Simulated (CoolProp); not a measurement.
Aqueous ethylene glycol as a coolant, at 26 °C, 1 atm.

Values from CoolProp's Melinder's fits for secondary coolants.

```
mass %  freezing point (°C)  cp (kJ/(kg K))  density (kg/m³)  conductivity (W/(m K))  Prandtl number
------  -------------------  --------------  ---------------  ----------------------  --------------
2.7                    -0.8           4.145            999.6                   0.596            6.42
6.9                    -2.2           4.090             1005                   0.576            7.21
11                     -3.7           4.037             1010                   0.556            8.14
15.2                   -5.5           3.979             1016                   0.536            9.26
19.3                   -7.6           3.918             1021                   0.517            10.5
23.5                      …           3.850             1027                   0.499            11.9
27.6                  -12.8           3.779             1032                   0.481            13.5
31.8                  -16.0           3.702             1038                   0.463            15.3
35.9                  -19.7           3.624             1043                   0.446            17.2
40.1                  -23.9           3.541                …                   0.429            19.5
44.3                  -28.7           3.458             1054                   0.414            22.0
48.4                  -33.8           3.375             1060                   0.399               …
```

Fill in the missing entries.


- 23.5, freezing point (°C): -10.0
- 40.1, density (kg/m³): 1049
- 48.4, Prandtl number: 24.9
